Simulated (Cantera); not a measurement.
# Adiabatic ignition

An adiabatic, constant-pressure homogeneous reactor starts with 7.62 % CH4, 15.4 % O2, 57.9 % N2, 19.1 % CO2, equivalence ratio 0.99, at 1300 K and 120000 Pa.

Computed with Cantera and GRI-Mech 3.0 (53 species, 325 reactions).

```csv
t (s),T (K),x CH4,x O2,x CO2,x NO,x H2O2,x O,x HO2
1.00e-6,1300,0.0762,0.154,0.191,<1e-12,2.66e-12,2.57e-11,3.68e-9
4.13e-6,1300,0.0762,0.154,0.191,<1e-12,4.42e-11,6.25e-11,1.52e-8
1.71e-5,1300,0.0762,0.154,0.191,<1e-12,6.74e-10,9.07e-11,6.21e-8
7.06e-5,1300,0.0762,0.154,0.191,<1e-12,7.60e-9,2.20e-10,2.45e-7
0.000292,1300,0.0762,0.154,0.191,<1e-12,4.19e-8,1.11e-9,8.11e-7
0.00120,1300,0.0762,0.154,0.191,<1e-12,6.56e-8,7.60e-9,1.12e-6
0.00498,1302,0.0757,0.154,0.191,<1e-12,2.47e-7,2.20e-8,3.55e-6
0.0206,2406,<1e-12,0.0180,0.227,0.000779,1.19e-7,0.00110,2.19e-6
0.0850,2399,<1e-12,0.0165,0.227,0.00419,1.12e-7,0.00102,2.01e-6
0.351,2399,<1e-12,0.0163,0.227,0.00452,1.12e-7,0.00101,1.99e-6
1.45,2399,<1e-12,0.0163,0.227,0.00452,1.12e-7,0.00101,1.99e-6
6.00,2399,<1e-12,0.0163,0.227,0.00452,1.12e-7,0.00101,1.99e-6
```
x: mole fraction; the columns are a selection and need not sum to one.

time of steepest temperature rise: 14.4 ms
temperature at 6.00 s: 2399 K
equilibrium temperature: 2399 K
x(CH4) at 6.00 s: <1e-12 (gas-phase equilibrium <1e-12)
x(O2) at 6.00 s: 0.0163 (gas-phase equilibrium 0.0163)
x(CO2) at 6.00 s: 0.227 (gas-phase equilibrium 0.227)
